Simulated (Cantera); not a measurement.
A Cantera script and its output.

```python
import numpy as np
import cantera as ct

gas = ct.Solution("gri30.yaml")
gas.TPX = 525, 100000, {'CH4': 1, 'CO': 0.043, 'O2': 3.89, 'N2': 12.1}
inlet = ct.Reservoir(gas, clone=True)
gas.equilibrate("HP")  # start burning
reactor = ct.IdealGasConstPressureReactor(gas, energy="on", clone=False)
exhaust = ct.Reservoir(gas, clone=True)
tau = [0.024, 0.012, 0.0064, 0.0033, 0.0017, 0.00088, 0.00045, 0.00023, 0.00012, 6.2e-05, 3.2e-05, 1.6e-05, 8.4e-06][0]
for a, b in ((inlet, reactor), (reactor, exhaust)):
    ct.MassFlowController(a, b, mdot=lambda t: reactor.mass / tau)
net = ct.ReactorNet([reactor])
show = ['CH4', 'CO', 'O2', 'H2O', 'C2H2']

rows = []
print(f"{'tau/s':>10s}{'T/K':>9s}" + "".join(f"{s:>11s}" for s in show))
for tau in [0.024, 0.012, 0.0064, 0.0033, 0.0017, 0.00088, 0.00045, 0.00023, 0.00012, 6.2e-05, 3.2e-05, 1.6e-05, 8.4e-06]:
    net.initial_time = 0.0
    net.advance(30 * tau)
    before = gas.X
    net.advance(40 * tau)
    drift = np.max(np.abs(gas.X - before) / (gas.X + 1e-9))
    rows.append([gas.T, *gas[show].X, drift])
    print(f"{tau:10.3e}{gas.T:9.1f}" + "".join(f"{x:11.3e}" for x in gas[show].X))
```

It prints:

```
     tau/s      T/K        CH4         CO         O2        H2O       C2H2
 2.400e-02   1832.0  2.178e-05  7.740e-04  1.095e-01  1.161e-01  1.025e-09
 1.200e-02   1824.2  3.389e-05  1.217e-03  1.096e-01  1.156e-01  1.464e-09
 6.400e-03   1813.9  5.072e-05  1.829e-03  1.097e-01  1.151e-01  1.968e-09
 3.300e-03   1798.5  7.834e-05  2.797e-03  1.099e-01  1.144e-01  2.687e-09
 1.700e-03   1776.6  1.236e-04  4.255e-03  1.104e-01  1.134e-01  3.797e-09
 8.800e-04   1746.3  2.014e-04  6.432e-03  1.113e-01  1.121e-01  5.799e-09
 4.500e-04   1703.4  3.541e-04  9.842e-03  1.130e-01  1.105e-01  1.042e-08
 2.300e-04   1642.1  7.124e-04  1.541e-02  1.166e-01  1.084e-01  2.558e-08
 1.200e-04    525.0  5.871e-02  2.525e-03  2.284e-01  5.250e-16  9.293e-21
 6.200e-05    525.0  5.871e-02  2.525e-03  2.284e-01  1.009e-18  1.778e-23
 3.200e-05    525.0  5.871e-02  2.525e-03  2.284e-01  6.504e-20  1.123e-24
 1.600e-05    525.0  5.871e-02  2.525e-03  2.284e-01  4.411e-21  7.094e-26
 8.400e-06    525.0  5.871e-02  2.525e-03  2.284e-01  3.483e-22  4.481e-27
```

Computed with Cantera and GRI-Mech 3.0 (53 species, 325 reactions).
